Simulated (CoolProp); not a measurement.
R152A at 293.15 K and 5.54 MPa is throttled through a valve to 0.223 MPa with no heat exchange. Each further row changes one setting.

The numbers come from the reference Helmholtz-energy equation of state, Outcalt 1996 in CoolProp. It is a modified Benedict-Webb-Rubin equation, recast in Helmholtz form.

```
case                        temperature change (K)                       final phase  final density (kg/m³)
--------------------------  ----------------------  --------------------------------  ---------------------
as stated                                    -24.6  two-phase, vapour fraction 0.141                   48.4
outlet pressure 0.0669 MPa                   -53.0  two-phase, vapour fraction 0.268                   8.48
outlet pressure 0.29 MPa                     -17.4  two-phase, vapour fraction 0.104                   81.5
```
